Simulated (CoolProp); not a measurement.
Properties of ethylene at several states.

Computed with CoolProp (reference Helmholtz-energy equation of state, Smukala 2000).

```json
[
 {"T (°C)": "-60.65", "p (MPa)": "8.4", "phase": "liquid", "Z": "0.2593", "cp (kJ/(kg K))": "2.484", "speed of sound (m/s)": "1068", "fugacity coefficient": "0.09849"},
 {"T (°C)": "-155.85", "p (MPa)": "0.917", "phase": "liquid", "Z": "0.04133", "cp (kJ/(kg K))": "2.428", "speed of sound (m/s)": "1684", "fugacity coefficient": "0.001088"},
 {"T (°C)": "150.25", "p (MPa)": "1.35", "phase": "gas", "Z": "0.9766", "cp (kJ/(kg K))": "2.022", "speed of sound (m/s)": "379.0", "fugacity coefficient": "0.9768"},
 {"T (°C)": "-85.95", "p (MPa)": "2.28", "phase": "liquid", "Z": "0.07554", "cp (kJ/(kg K))": "2.445", "speed of sound (m/s)": "1192", "fugacity coefficient": "0.1143"},
 {"T (°C)": "-35.25", "p (MPa)": "0.14", "phase": "gas", "Z": "0.9841", "cp (kJ/(kg K))": "1.373", "speed of sound (m/s)": "297.8", "fugacity coefficient": "0.9843"},
 {"T (°C)": "-80.25", "p (MPa)": "7.65", "phase": "liquid", "Z": "0.2467", "cp (kJ/(kg K))": "2.415", "speed of sound (m/s)": "1202", "fugacity coefficient": "0.05184"}
]
```
